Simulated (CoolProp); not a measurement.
A single-stage vapour-compression cycle with neopentane: evaporating at 313.15 K (dew point), condensing at 339.15 K (bubble point), superheat 8 K, subcooling 0 K, compressor efficiency 0.9, no pressure losses. Each further row changes one setting.

Model: reference Helmholtz-energy equation of state, Lemmon 2006, in CoolProp. It is a short technical equation, of lower accuracy than the large ones.

| case | cooling COP | pressure ratio | discharge temperature (K) | refrigerating effect (kJ/kg) | volumetric capacity (kJ/m³) |
|---|---|---|---|---|---|
| as stated | 9.39 | 1.98 | 339.7 | 241 | 1910 |
| evaporating temperature 318.15 K | 12.1 | 1.72 | 341.0 | 249 | 2250 |
| condensing temperature 334.15 K | … | 1.75 | … | 253 | 2010 |
| subcooling 5 K | 9.89 | 1.98 | 339.7 | 253 | 2010 |
| superheat 18 K | 9.71 | 1.98 | … | 260 | 1980 |
| compressor efficiency 0.8 | 8.35 | 1.98 | 341.2 | 241 | 1910 |

**Question.** What belongs in the gaps?

**Answer.** 
- condensing temperature 334.15 K, cooling COP: 12.0
- condensing temperature 334.15 K, discharge temperature (K): 336.2
- superheat 18 K, discharge temperature (K): 349.4
